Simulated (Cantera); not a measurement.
Input: 1 mol acetone, a varied amount of H₂, at 0.133 bar.

Method: chemical equilibrium by Gibbs-energy minimisation in Cantera with the NASA 1993 tables (ideal gas, pure condensed phases). Candidate condensed phases: C, C₆H₆, C₇H₈, C₈H₁₈, H₂O; 110 gas species. The feed counts by its element totals alone. Kinetics and transport are ignored.

What condenses at these points (T in K, n(H₂) in mol): (2550, 79); (2550, 4.6); (2600, 31); (2350, 12); (2350, 1.8)?


```csv
T (K),n(H₂) in mol,condensed phases,C condensed (%)
2550,79,gas only,0.0
2550,4.6,C,60.2
2600,31,C,31.4
2350,12,C,61.2
2350,1.8,C,64.9
```
